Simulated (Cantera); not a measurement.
# Adiabatic ignition

An adiabatic, constant-pressure homogeneous reactor starts with 3.92 % CH4, 11.9 % O2, 84.2 % N2, at 1575 K and 11.0 bar.

Cantera simulation using GRI-Mech 3.0 (53 species, 325 reactions); the numbers are that mechanism's predictions, not measurements.

```tsv
t (s)	T (K)	x CH4	x O2	x CH2CO	x O	x CH2O	x CH2	x H2O
2.00e-6	1575	0.0392	0.119	<1e-12	1.59e-8	1.54e-7	1.66e-12	7.08e-7
5.35e-6	1575	0.0392	0.119	<1e-12	3.19e-8	1.36e-6	1.32e-11	3.65e-6
1.43e-5	1575	0.0391	0.119	6.44e-11	9.86e-8	1.41e-5	1.71e-10	2.65e-5
3.82e-5	1576	0.0388	0.118	2.75e-8	3.59e-7	0.000147	2.11e-9	0.000258
0.000102	1601	0.0339	0.115	1.66e-5	3.04e-6	0.00122	6.06e-8	0.00437
0.000273	2376	<1e-12	0.0399	<1e-12	0.000462	1.72e-12	<1e-12	0.0763
0.000731	2375	<1e-12	0.0398	<1e-12	0.000460	1.71e-12	<1e-12	0.0763
0.00196	2374	<1e-12	0.0395	<1e-12	0.000454	1.70e-12	<1e-12	0.0763
0.00523	2371	<1e-12	0.0387	<1e-12	0.000441	1.67e-12	<1e-12	0.0763
0.0140	2365	<1e-12	0.0374	<1e-12	0.000421	1.63e-12	<1e-12	0.0764
0.0374	2361	<1e-12	0.0364	<1e-12	0.000406	1.59e-12	<1e-12	0.0764
0.100	2360	<1e-12	0.0363	<1e-12	0.000404	1.59e-12	<1e-12	0.0764
```
x: mole fraction; the columns are a selection and need not sum to one.

```yaml
time_of_steepest_temperature_rise: 0.133 ms
temperature at 0.100 s: 2360 K
equilibrium_temperature: 2360 K
x(CH4) at 0.100 s: <1e-12 (gas-phase equilibrium <1e-12)
x(O2) at 0.100 s: 0.0363 (gas-phase equilibrium 0.0363)
x(CH2CO) at 0.100 s: <1e-12 (gas-phase equilibrium <1e-12)
```
